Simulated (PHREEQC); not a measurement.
Solution (75 °C): 0.048 mol HF and 0.18 mol (CH3)4NF per kg of water. Closed to the air; pH follows from the charge balance.

Equilibrium calculation in PHREEQC: ion-association model, phreeqc.dat.

No solid was allowed to form.

Problem. Order these F species by the share of F that they hold, largest first: F-, HF2-, HF.

Solution. F- (70 %), HF2- (17 %), HF (12 %)

The pH is 4.18 and the ionic strength 0.180 mol/kgw. Species that the database lacks are ignored. (CH3)4N+ isn't in the database: it is added as a free cation with an ion size of 4 Å. At this temperature some constants are extrapolated from 25 °C, and those without enthalpy data are left unchanged.
